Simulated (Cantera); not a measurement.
## Thermodynamics of iron carbonyl, mercury and lead vapours, feed Hg + O₂ + H₂

Charge: 1 mol Hg, 0.2 mol O₂, 3.5 mol H₂, equilibrated at 0.660 bar.

These are equilibrium values from Cantera (NASA tables, ideal gas, pure condensed phases), not measurements of a reactor. Candidate condensed phases: H₂O, Hg, HgO; 10 gas species. Equilibrium is a limit: real reactors are often held back by kinetics, nucleation or transport.

| T (K) | x H₂ | x Hg | x H₂O | x H | n Hg(l) |
|---|---|---|---|---|---|
| 500 | 0.816 | 0.0787 | 0.105 | <1e-12 | 0.701 |
| 550 | 0.689 | 0.222 | 0.0889 | <1e-12 | 0 |
| 600 | 0.689 | 0.222 | 0.0889 | <1e-12 | 0 |
| 650 | 0.689 | 0.222 | 0.0889 | <1e-12 | 0 |
| 700 | 0.689 | 0.222 | 0.0889 | <1e-12 | 0 |
| 750 | 0.689 | 0.222 | 0.0889 | <1e-12 | 0 |
| 800 | 0.689 | 0.222 | 0.0889 | 2.96e-12 | 0 |
| 850 | 0.689 | 0.222 | 0.0889 | 2.09e-11 | 0 |
| 900 | 0.689 | 0.222 | 0.0889 | 1.19e-10 | 0 |
| 950 | 0.689 | 0.222 | 0.0889 | 5.68e-10 | 0 |
| 1000 | 0.689 | 0.222 | 0.0889 | 2.32e-9 | 0 |
| 1050 | 0.689 | 0.222 | 0.0889 | 8.29e-9 | 0 |
| 1100 | 0.689 | 0.222 | 0.0889 | 2.64e-8 | 0 |
| 1150 | 0.689 | 0.222 | 0.0889 | 7.62e-8 | 0 |
x: gas mole fraction; n: condensed amount in mol.

At 500 K the condensed part is Hg(l). From 550 K to 1150 K nothing is condensed. The main Hg-bearing gas is Hg throughout.
